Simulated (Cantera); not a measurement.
Standard-state values (1 bar) from the NASA 1993 polynomials, evaluated with Cantera. Values are per mole of reaction as written; species without (g) are pure solids or liquids, kept so even where they would boil at 1 bar. VN: taken at fixed stoichiometry.

Question: Between 300 and 1400 K, where is each reaction favourable under standard conditions?
- 4 H2O(g) + 2 VN → V2O4 + 2 NH3(g) + 2 H(g)

Answer: 
- 4 H2O(g) + 2 VN → V2O4 + 2 NH3(g) + 2 H(g): ΔG° is 352 kJ at 300 K and 410 kJ at 1400 K; it stays positive (K < 1). ΔH° is 370 kJ and ΔS° -29 J/K at 1400 K.
